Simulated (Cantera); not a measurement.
Charge: 1 mol B2O3, 1.4 mol H2, at 8.25 Torr.

Method: chemical equilibrium by Gibbs-energy minimisation in Cantera with the NASA 1993 tables (ideal gas, pure condensed phases). Candidate condensed phases: B, B2O3, B3O3H3, H2O; 23 gas species. Equilibrium is a limit: real reactors are often held back by kinetics, nucleation or transport.

Task: Which condensed phases are stable at each of these points (T (K)): 1073, 1173, 1273, 1373, 1473, 1573, 1673, 1773, 1873, 1973?

Result: 
```
T (K)  condensed phases  B condensed (%)
-----  ----------------  ---------------
1073            B2O3(l)            100.0
1173            B2O3(l)            100.0
1273            B2O3(l)            100.0
1373            B2O3(l)             99.8
1473            B2O3(l)             99.3
1573            B2O3(l)             96.9
1673            B2O3(l)             87.2
1773            B2O3(l)             39.9
1873           gas only              0.0
1973           gas only              0.0
```

From 1073 K to 1773 K the condensed part is B2O3(l). From 1873 K to 1973 K nothing is condensed.
